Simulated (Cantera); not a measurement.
Charge: 1 mol CaO, 1.1 mol HBr, 3.2 mol N₂, at 7.50 Torr.

These are equilibrium values from Cantera (NASA tables, ideal gas, pure condensed phases), not measurements of a reactor. Candidate condensed phases: Br₂, Ca, CaBr₂, CaO, Ca(OH)₂, H₂O; 34 gas species. Mutual solubility and eutectic melting of coexisting phases are not modelled. Kinetics and transport are ignored.

Task: At 1125 K, list the 4 most abundant gas species with their mole fractions, and the condensed phases.

Result: N₂ 0.841, H₂O 0.132, HBr 0.0245, CaBr₂ 0.00128. Condensed: CaBr₂(l) + CaO(s).
